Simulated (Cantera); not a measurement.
## Fe3O4 + C + CO (carbothermic reduction)

A closed system holds: 1 mol Fe3O4, 0.39 mol C, 0.058 mol CO, at 0.000430 bar.

Cantera equilibrium calculation (NASA polynomials, part measured and part estimated; ideal gas, pure solids and liquids). Candidate condensed phases: C, Fe, Fe(CO)5, FeO, Fe2O3, Fe3O4; 15 gas species. Mutual solubility and eutectic melting of coexisting phases are not modelled. The tables' stoichiometric FeO is somewhat more stable than real wüstite, so its field is too wide. FeO: taken at fixed stoichiometry. The numbers say what is thermodynamically allowed, not how fast it happens.

```
T (K)  x CO2      x O2    x CO      x Fe       x O     x FeO  n FeO(s)  n Fe3O4(s)  n FeO(l)
-----  -----  --------  ------  --------  --------  --------  --------  ----------  --------
925    0.945    <1e-12  0.0554    <1e-12    <1e-12    <1e-12      2.44       0.187         0
1025   0.947    <1e-12  0.0533  1.58e-12    <1e-12    <1e-12      2.44       0.186         0
1125   0.948  5.39e-12  0.0522  9.35e-11    <1e-12    <1e-12      2.44       0.185         0
1225   0.949  7.71e-10  0.0512   2.79e-9  5.63e-11  7.13e-11      2.45       0.185         0
1325   0.950   5.22e-8  0.0501   4.92e-8   3.03e-9   2.95e-9      2.45       0.184         0
1425   0.951   1.96e-6  0.0490   5.69e-7   9.38e-8   7.13e-8      2.45       0.184         0
1525   0.952   4.62e-5  0.0478   4.70e-6   1.86e-6   1.12e-6      2.45       0.183         0
1625   0.953  0.000743  0.0464   2.95e-5   2.56e-5   1.23e-5      2.45       0.182         0
1725   0.950    0.0138  0.0356  0.000109  0.000329   9.43e-5         0       0.166      2.50
1825   0.808     0.162  0.0257  0.000360   0.00299  0.000557         0           0      3.00
1925   0.752     0.175  0.0599   0.00303   0.00741   0.00271         0           0      3.00
2025   0.642     0.195   0.114    0.0200    0.0172    0.0112         0           0      2.98
```
x: gas mole fraction; n: condensed amount in mol.

From 925 K to 1625 K the condensed part is FeO(s) + Fe3O4(s). At 1725 K the condensed part is FeO(l) + Fe3O4(s). From 1825 K to 2025 K the condensed part is FeO(l).
